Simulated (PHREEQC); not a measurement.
A solution holds 0.036 mol/kgw NaOH and 0.012 mol/kgw K3PO4, at 19 °C and 300 atm. Closed to the air; pH follows from the charge balance.

All values are PHREEQC results (ion-association model, phreeqc.dat), not measurements.

The ionic strength comes out as 0.105 mol/kgw. What activity coefficients do Na+, OH-, K+, NaHPO4-, HPO4-2 get?

Na+ 0.79, OH- 0.76, K+ 0.77, NaHPO4- 0.79, HPO4-2 0.38.

Precipitation was switched off in this run. Under pressure, the constants of complexes without a molar volume in the database are unreliable.
